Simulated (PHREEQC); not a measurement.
Solution (20 °C): 0.0061 mol/kgw NH4Br and 4.5e-05 mol/kgw FeCl3. Closed to the air; pH follows from the charge balance.

The numbers come from PHREEQC with the ion-association model, phreeqc.dat.

Question: The ionic strength comes out as 0.00625 mol/kgw. What activity coefficients do Fe(OH)2+, Br-, FeOH+2, H+, NH4+ get?

Answer: Fe(OH)2+ 0.92, Br- 0.92, FeOH+2 0.72, H+ 0.93, NH4+ 0.92.

Precipitation was switched off in this run. Examples of supersaturated solids here: Fe(OH)3(a), Hematite (slow to form). Others may be too. Complexes and solids missing from the database can't appear.
